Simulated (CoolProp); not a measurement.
Properties of toluene along the isobar 0.101 MPa (Tc = 318.6 °C, pc = 4.126 MPa, ω = 0.266).

Computed with CoolProp (reference Helmholtz-energy equation of state, Lemmon 2006). It is a short technical equation, of lower accuracy than the large ones.

```
T (°C)   phase  density (kg/m³)  cv (kJ/(kg K))  Joule-Thomson coefficient (K/MPa)  viscosity (µPa s)  conductivity (mW/(m K))
------  ------  ---------------  --------------  ---------------------------------  -----------------  -----------------------
-70.35  liquid            950.9           1.042                            -0.5659               4050                      155
-64.15  liquid            945.0           1.051                            -0.5624               3180                      153
-58.05  liquid            939.3           1.060                            -0.5583               2590                      152
-51.85  liquid            933.5           1.071                            -0.5535               2160                      150
-45.65  liquid            927.7           1.082                            -0.5482               1830                      149
-39.55  liquid            922.0           1.094                            -0.5425               1580                      148
-33.35  liquid            916.2           1.108                            -0.5363               1380                      146
-27.15  liquid            910.5           1.122                            -0.5297               1220                      144
-20.95  liquid            904.8           1.137                            -0.5226               1080                      143
-14.85  liquid            899.1           1.152                            -0.5154                974                      141
-8.65   liquid            893.4           1.168                            -0.5078                880                      140
-2.45   liquid            887.7           1.184                            -0.4999                799                      138
3.65    liquid            882.0           1.201                            -0.4919                730                      136
```

Viscosity comes from a separate model (Avgeri 2015). Thermal conductivity comes from a separate model (Assael 2012).
